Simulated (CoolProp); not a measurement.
The numbers come from the reference Helmholtz-energy equation of state, Platzer 1990 in CoolProp. This equation is an older, rougher fit; its heat capacities, sound speeds and derivatives of the liquid may be far off and weren't checked against measurements.

Problem. Give the vapour pressure (bar), liquid density (kg/m³), vapour Z, liquid viscosity (µPa s) of saturated CF4 (R14) at -87.25 °C.

Solution. 
| T (°C) | p (bar) | liquid density (kg/m³) | vapour Z | liquid viscosity (µPa s) |
|---|---|---|---|---|
| -87.25 | 9.04 | 1360 | 0.822 | 122 |

Viscosity comes from a separate model (Huber 2003), an estimate that may be off by 10 % or more.
